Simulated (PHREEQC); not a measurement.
Consider water at 20 °C with 0.0025 mol/kgw HCl and 0.24 mol/kgw MnSO4. Closed to the air; pH follows from the charge balance.

All values are PHREEQC results (ion-association model, phreeqc.dat), not measurements.

Each row changes one thing in this solution. Precipitation was switched off in this run.

| case | pH | ionic strength (mol/kgw) | Cl- (mol/kgw) |
|---|---|---|---|
| as made | 3.24 | 0.496 | 0.00223 |
| MnSO4 from 0.24 to 0.12 mol/kgw | 3.12 | 0.267 | 0.00232 |
| diluted 2-fold with water | 3.43 | 0.266 | 0.00116 |
| diluted 10-fold with water | 3.89 | 0.0641 | 0.000243 |
| temperature from 20 to 45 °C | 3.38 | 0.423 | 0.00227 |
| HCl from 0.0025 to 0.0005 mol/kgw | 3.94 | 0.495 | 0.000446 |
| MnSO4 replaced by KHSO4 at the same molality | 1.13 | 0.386 | 0.00250 |
| MnSO4 left out | 2.62 | 0.00250 | 0.00250 |

Away from 25 °C the constants follow the database's enthalpies or fits; those with neither stay at their 25 °C values.
